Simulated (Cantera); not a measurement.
A closed system holds: 1 mol Si, a varied amount of HCl, 6.7 mol H2, equilibrated at 1473 K and 1800 Torr.

Points: n(HCl) (mol) = 0.58, 0.68, 0.79, 0.93, 1.1, 1.3, 1.5, 1.7, 2, 2.4, 2.8.

Cantera's Mixture.equilibrate('TP', solver="vcs", rtol=1e-11, max_steps=5000) on the NASA tables stopped like this:

```
ERROR: FAILURE its = 5001!

*******************************************************************************
CanteraError thrown by MultiPhase::equilibrate:
VCS solver failed. Return code: -1
*******************************************************************************
```

**Question.** What got this run through?

**Answer.** Several could match; the one computed here: The failure is numerical, not chemical. The same input converged with solver="gibbs", rtol=1e-10, max_steps=50000, and the result passed a check of the equilibrium conditions:
```
log10 of partial pressures in bar; condensed amounts in mol
    n(HCl)        H2       HCL     SiCL2     SiCL4    SiHCL3     SiCL3   SiH2CL2    Si(cr)
      0.58     0.353    -0.948    -1.753    -2.522    -2.248    -2.405    -2.778    0.9032
      0.68     0.350    -0.913    -1.678    -2.372    -2.137    -2.292    -2.706    0.8784
      0.79     0.346    -0.881    -1.610    -2.238    -2.038    -2.191    -2.642    0.8504
      0.93     0.342    -0.848    -1.542    -2.100    -1.936    -2.088    -2.578    0.8137
       1.1     0.338    -0.817    -1.475    -1.966    -1.839    -1.988    -2.516    0.7681
       1.3     0.332    -0.789    -1.412    -1.841    -1.747    -1.894    -2.458    0.7135
       1.5     0.328    -0.766    -1.362    -1.740    -1.674    -1.818    -2.412    0.6583
       1.7     0.323    -0.747    -1.320    -1.656    -1.613    -1.755    -2.375    0.6025
         2     0.317    -0.724    -1.268    -1.552    -1.538    -1.677    -2.329    0.5182
       2.4     0.309    -0.701    -1.213    -1.443    -1.461    -1.595    -2.282    0.4051
       2.8     0.302    -0.683    -1.170    -1.357    -1.399    -1.531    -2.246    0.2915
```

The gas is ideal and each condensed phase is pure. The tables' values for SiCl3 are old estimates; treat these amounts as uncertain.
